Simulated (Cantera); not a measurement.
Cantera run:

```python
import numpy as np
import cantera as ct

gas_names = [...]  # 95 gases of nasa_gas.yaml made of C, F, H
cond_names = """
    C(gr) C6H6(L) C7H8(L) C8H18(L),n-octa
""".split()


# ... load() reads the species with a 1 bar reference pressure and builds the phases ...
atoms = {
    'c-C4F8': {'C': 4, 'F': 8},
    'CH4': {'C': 1, 'H': 4},
    'H2': {'H': 2},
    'F2': {'F': 2},
}
top_T = {'C(gr)': 4500}  # K; cautious upper limits of use, not melting points


# ... equilibrate(T, P, feed) seeds the gas with the atoms and calls Mixture.equilibrate('TP', solver="vcs", rtol=1e-11, max_steps=5000) ...
results = []
feed = {'c-C4F8': 1, 'CH4': 0.71, 'H2': 5.3, 'F2': 1.5}  # mol
T = 2800  # K
P = 1333.22  # Pa
mix = equilibrate(T, P, feed)
results.append((T, P, feed, dict(zip(mix.species_names, mix.species_moles))))
print(gas.report(threshold=0.001))
for i in range(1, mix.n_phases):
    print(f"{mix.phase(i).name:16s} {mix.phase_moles(i):12.5e} mol")
```

Output:

```
       temperature   2800 K
          pressure   1333.2 Pa
           density   0.00097304 kg/m^3
  mean mol. weight   16.991 kg/kmol
   phase of matter   gas

                          1 kg             1 kmol
                     ---------------   ---------------
          enthalpy       -6.6646e+06       -1.1324e+08  J
   internal energy       -8.0348e+06       -1.3652e+08  J
           entropy             16030        2.7237e+05  J/K
    Gibbs function       -5.1549e+07       -8.7588e+08  J
 heat capacity c_p            1995.2             33901  J/K
 heat capacity c_v            1505.9             25586  J/K

                      mass frac. Y      mole frac. X     chem. pot. / RT
                     ---------------   ---------------   ---------------
    C2H2,acetylene         0.0017064         0.0011135           -35.385
                C3         0.0050227         0.0023685           -10.594
                 F          0.014895          0.013321           -27.843
                 H         0.0076802           0.12946           -14.161
                HF           0.96316             0.818           -42.003
                H2         0.0039601          0.033377           -28.322
     [  +89 minor]         0.0035749         0.0023603

C(gr)             4.54305e+00 mol
```

Cantera equilibrium calculation (NASA polynomials, part measured and part estimated; ideal gas, pure solids and liquids). The feed counts by its element totals alone.
